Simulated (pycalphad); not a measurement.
Source of the numbers: pycalphad with the COST 507 light-alloy database (1999); pressure 1 atm. The database dates from 1999; later assessments differ in places, in temperatures and in the compounds included. Amounts are mole fractions of atoms.

### Question
Give the equilibrium state of Mg-0.6424Al-1.222Si (wt.%) at 500 K.

### Answer
```
T = 500.00 K, P = 101325 Pa, N = 1 mol of atoms
G = -18444 J/mol, H = 4610 J/mol, S = 46.11 J/(mol K)  (SER reference)
chemical potentials (J/mol): Mg -17813, Al -28464, Si -71457
phase             fraction      x(Mg)      x(Al)      x(Si)
HCP_A3              0.9682     0.9940     0.0060   1.97e-10
MG2SI               0.0318     0.6667       none     0.3333
```

Database names, with the compositions (at.%) that they take in these runs: MG2SI: Mg 67 Si 33. HCP_A3 is hcp. An entry "none" or "no" means that the model of the phase leaves that element out.
